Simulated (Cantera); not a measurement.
Feed: 1 mol CH₄, 1.7 mol NH₃, 0.12 mol CO₂, equilibrated at 10.0 mbar.

Equilibrium computed with Cantera from the NASA thermochemical tables; the gas is ideal and each condensed phase is pure. Candidate condensed phases: C, C₆H₆, C₇H₈, C₈H₁₈, H₂O; 136 gas species. Equilibrium is a limit: real reactors are often held back by kinetics, nucleation or transport. All values below are at 925 K.

Base state: H₂ 0.805, N₂ 0.151, CO 0.0420, CH₄ 0.00147, H₂O 0.000503, CO₂ 5.31e-5 (mole fractions); condensed: C(graphite).

### Question
What changes in the equilibrium state with this change: CO₂ from 0.12 to 2 mol?

### Answer
| species | before | after |
|---|---|---|
| H₂ | 0.805 | 0.488 |
| CO | 0.0420 | 0.292 |
| N₂ | 0.151 | 0.101 |
| CO₂ | 5.31e-5 | 0.0652 |
| H₂O | 0.000503 | 0.0539 |
| CH₄ | 0.00147 | 2.12e-5 |
| C(graphite), mol | 0.875 | 0 |
